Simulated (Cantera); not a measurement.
A closed system holds: 1 mol SiC, 0.092 mol Si, 9.5 mol N₂, at 1675 K and 0.0133 bar.

These are equilibrium values from Cantera (NASA tables, ideal gas, pure condensed phases), not measurements of a reactor. Candidate condensed phases: C, Si, SiC, Si₃N₄; 20 gas species. Mutual solubility and eutectic melting of coexisting phases are not modelled. Equilibrium is a limit: real reactors are often held back by kinetics, nucleation or transport.

Base state: N₂ 1.000 (mole fractions); condensed: SiC(s) + Si₃N₄(s).

Q: What changes in the equilibrium state with this change: temperature from 1675 K to 2298 K?

A: 
| species | before | after |
|---|---|---|
| N₂ | 1.000 | 0.988 |
| Si | 5.89e-6 | 0.00999 |
| SiC₂ | <1e-9 | 0.00132 |
| CN | 2.27e-9 | 0.000140 |
| Si₂C | 3.05e-8 | 0.000807 |
| SiC(s), mol | 1.00 | 0.965 |
| Si₃N₄(s), mol | 0.0306 | 0 |
The tables' values for SiN are old estimates; treat these amounts as uncertain.
